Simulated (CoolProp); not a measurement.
Vapour-liquid equilibrium of n-hexane (1) + hexamethyldisiloxane (MM) (2) at 0.555 bar; x and y are mole fractions of (1).

The numbers come from the multi-fluid Helmholtz-energy mixture model, Thol 2019 and Thol 2016; pair parameters Bell 2016 in CoolProp.

Q: Give the bubble temperature and the first vapour's composition at x = 0.05, 0.35, 0.95. Is there an azeotrope?

A: x = 0.05: 352.2 K, y = 0.109; x = 0.35: 342.0 K, y = 0.567; x = 0.95: 325.0 K, y = 0.986. No azeotrope shows between x = 0.05 and 0.95.

The pair parameters rest on a limited set of measurements; away from them the model extrapolates.
